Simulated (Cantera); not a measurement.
Standard-state values (1 bar) from the NASA 1993 polynomials, evaluated with Cantera. Values are per mole of reaction as written; species without (g) are pure solids or liquids, kept so even where they would boil at 1 bar.

Task: Between 300 and 575 K, where is each reaction favourable under standard conditions?
- 10 H2O(g) + 2 P2(g) → P4O10 + 10 H2(g)

Result: 
- 10 H2O(g) + 2 P2(g) → P4O10 + 10 H2(g): ΔG° is -642 kJ at 300 K and -439 kJ at 575 K; it stays negative (K > 1). ΔH° is -837 kJ and ΔS° -693 J/K at 575 K.
